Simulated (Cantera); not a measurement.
**Stirred combustor or abatement burner**

A perfectly stirred reactor is fed with CO : H₂ : O₂ : N₂ = 1 : 0.073 : 0.894 : 10.7 (molar parts), equivalence ratio 0.60, at 750 Torr; it is adiabatic with a 525 K inlet, and is followed from long to short residence time, starting on the burning branch (τ in s: 0.34, 0.13, 0.052, 0.02, 0.0079, 0.0031, 0.0012, 0.00047, 0.00018, 7.2e-05, 2.8e-05, 1.1e-05).

Computed with Cantera and GRI-Mech 3.0 (53 species, 325 reactions).

```json
[
 {"τ (s)": "0.34", "T (K)": "1248", "x CO": "0.00164", "x H₂": "2.21e-5", "x O₂": "0.0302", "x H₂O₂": "1.04e-7", "x OH": "5.84e-5"},
 {"τ (s)": "0.13", "T (K)": "1234", "x CO": "0.00326", "x H₂": "4.27e-5", "x O₂": "0.0310", "x H₂O₂": "1.61e-7", "x OH": "7.31e-5"},
 {"τ (s)": "0.052", "T (K)": "1205", "x CO": "0.00673", "x H₂": "8.29e-5", "x O₂": "0.0326", "x H₂O₂": "2.34e-7", "x OH": "8.14e-5"},
 {"τ (s)": "0.020", "T (K)": "525", "x CO": "0.0789", "x H₂": "0.00576", "x O₂": "0.0706", "x H₂O₂": "<1e-12", "x OH": "<1e-12"},
 {"τ (s)": "0.0079", "T (K)": "525", "x CO": "0.0789", "x H₂": "0.00576", "x O₂": "0.0706", "x H₂O₂": "<1e-12", "x OH": "<1e-12"},
 {"τ (s)": "0.0031", "T (K)": "525", "x CO": "0.0789", "x H₂": "0.00576", "x O₂": "0.0706", "x H₂O₂": "<1e-12", "x OH": "<1e-12"},
 {"τ (s)": "0.0012", "T (K)": "525", "x CO": "0.0789", "x H₂": "0.00576", "x O₂": "0.0706", "x H₂O₂": "<1e-12", "x OH": "<1e-12"},
 {"τ (s)": "0.00047", "T (K)": "525", "x CO": "0.0789", "x H₂": "0.00576", "x O₂": "0.0706", "x H₂O₂": "<1e-12", "x OH": "<1e-12"},
 {"τ (s)": "0.00018", "T (K)": "525", "x CO": "0.0789", "x H₂": "0.00576", "x O₂": "0.0706", "x H₂O₂": "<1e-12", "x OH": "<1e-12"},
 {"τ (s)": "7.2e-5", "T (K)": "525", "x CO": "0.0789", "x H₂": "0.00576", "x O₂": "0.0706", "x H₂O₂": "<1e-12", "x OH": "<1e-12"},
 {"τ (s)": "2.8e-5", "T (K)": "525", "x CO": "0.0789", "x H₂": "0.00576", "x O₂": "0.0706", "x H₂O₂": "<1e-12", "x OH": "<1e-12"},
 {"τ (s)": "1.1e-5", "T (K)": "525", "x CO": "0.0789", "x H₂": "0.00576", "x O₂": "0.0706", "x H₂O₂": "<1e-12", "x OH": "<1e-12"}
]
```
x: mole fraction; the columns are a selection and need not sum to one.
